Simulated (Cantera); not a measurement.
A Cantera script and its output.

```python
import numpy as np
import cantera as ct

gas = ct.Solution("SiF4_NH3_mec.yaml", "gas")
gas.TPX = 1375, 100000, {'NH3': 1, 'H2': 1.3}
reactor = ct.IdealGasConstPressureReactor(gas, energy="off", clone=False)
net = ct.ReactorNet([reactor])
net.rtol, net.atol = 1e-08, 1e-18
show = ['NH3', 'H2', 'N2H2', 'NH2', 'H', 'N']
times = np.geomspace(4e-06, 200, 13)

steps = ct.SolutionArray(gas, extra=["t"])
rows = []
print(f"{'t/s':>10s}{'T/K':>9s}{'P/Pa':>11s}" + "".join(f"{s:>11s}" for s in show))
for t in times:
    while net.time < t:
        t_next = net.step()
        steps.append(gas.state, t=t_next)
    rows.append([np.interp(t, steps.t, y) for y in (steps.T, steps.P, *steps(*show).X.T)])
    print(f"{t:10.3e}{rows[-1][0]:9.1f}{rows[-1][1]:11.4g}" + "".join(f"{x:11.3e}" for x in rows[-1][2:]))
rate = np.gradient(steps.T, steps.t)
print("integrator steps:", len(steps.t))
if steps.T.max() > steps.T[0] + 200:
    print(f"time of steepest temperature rise: {steps.t[rate.argmax()]:.4e} s")
gas.TPX = 1375, 100000, {'NH3': 1, 'H2': 1.3}
gas.equilibrate("TP")
print(f"equilibrium (TP): T = {gas.T:.1f} K  " + "  ".join(f"{s} {gas[s].X[0]:.3e}" for s in show))
```

Output:

```
       t/s      T/K       P/Pa        NH3         H2       N2H2        NH2          H          N
 4.000e-06   1375.0      1e+05  4.348e-01  5.652e-01  5.822e-18  1.009e-09  6.903e-10  3.845e-23
 1.752e-05   1375.0      1e+05  4.348e-01  5.652e-01  5.014e-16  4.468e-09  2.976e-09  1.528e-20
 7.678e-05   1375.0      1e+05  4.348e-01  5.652e-01  3.781e-14  1.962e-08  1.299e-08  2.171e-18
 3.364e-04   1375.0      1e+05  4.348e-01  5.652e-01  2.171e-12  8.600e-08  5.685e-08  2.093e-16
 1.474e-03   1375.0      1e+05  4.348e-01  5.652e-01  6.927e-11  3.755e-07  2.481e-07  1.792e-14
 6.456e-03   1375.0      1e+05  4.348e-01  5.652e-01  1.349e-09  1.553e-06  1.026e-06  1.273e-12
 2.828e-02   1375.0      1e+05  4.348e-01  5.652e-01  7.273e-09  3.570e-06  2.359e-06  1.539e-11
 1.239e-01   1375.0      1e+05  4.348e-01  5.652e-01  7.836e-09  3.705e-06  2.448e-06  1.720e-11
 5.429e-01   1375.0      1e+05  4.347e-01  5.653e-01  7.832e-09  3.704e-06  2.448e-06  1.719e-11
 2.378e+00   1375.0      1e+05  4.343e-01  5.655e-01  7.816e-09  3.700e-06  2.449e-06  1.717e-11
 1.042e+01   1375.0      1e+05  4.328e-01  5.665e-01  7.744e-09  3.685e-06  2.452e-06  1.709e-11
 4.565e+01   1375.0      1e+05  4.261e-01  5.709e-01  7.442e-09  3.620e-06  2.465e-06  1.671e-11
 2.000e+02   1375.0      1e+05  3.997e-01  5.880e-01  6.329e-09  3.365e-06  2.516e-06  1.526e-11
integrator steps: 404
equilibrium (TP): T = 1375.0 K  NH3 2.793e-05  H2 8.485e-01  N2H2 1.305e-15  NH2 2.058e-10  H 3.177e-06  N 7.219e-16
```

Detailed kinetics in Cantera: the gas-phase N/H chemistry of the illustrative SiF4/NH3 mechanism in the Surface Chemkin manual (1991). Walls and surfaces, which speed up NH3 decomposition in real reactors, are not modelled.
